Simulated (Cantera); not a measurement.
A perfectly stirred reactor is fed with 3.71 % CH₄, 15.8 % O₂, 80.5 % N₂, equivalence ratio 0.47, at 10.0 bar; it is adiabatic with a 550 K inlet, and is followed from long to short residence time, starting on the burning branch (τ in s: 0.049, 0.02, 0.0078, 0.0031, 0.0012, 0.00049, 0.0002, 7.8e-05, 3.1e-05).

Detailed kinetics in Cantera: GRI-Mech 3.0 (53 species, 325 reactions).

Q: Predict: blow-out, bracketed by the residence times tried; x(CH₄) at τ = 49.0 ms; x(O₂) at τ = 49.0 ms; x(HO₂) at τ = 49.0 ms; x(CH₂CO) at τ = 49.0 ms; x(O) at τ = 49.0 ms; x(CH₄) at τ = 1.20 ms; x(O₂) at τ = 1.20 ms.

A: 
```json
{
  "blow_out_bracketed_by_the_residence_times_tried": "burning at 7.80 ms, out at 3.10 ms",
  "x(CH₄) at τ = 49.0 ms": "0.000143",
  "x(O₂) at τ = 49.0 ms": "0.0847",
  "x(HO₂) at τ = 49.0 ms": "1.26e-5",
  "x(CH₂CO) at τ = 49.0 ms": "1.60e-6",
  "x(O) at τ = 49.0 ms": "1.75e-6",
  "x(CH₄) at τ = 1.20 ms": "0.0371",
  "x(O₂) at τ = 1.20 ms": "0.158"
}
```
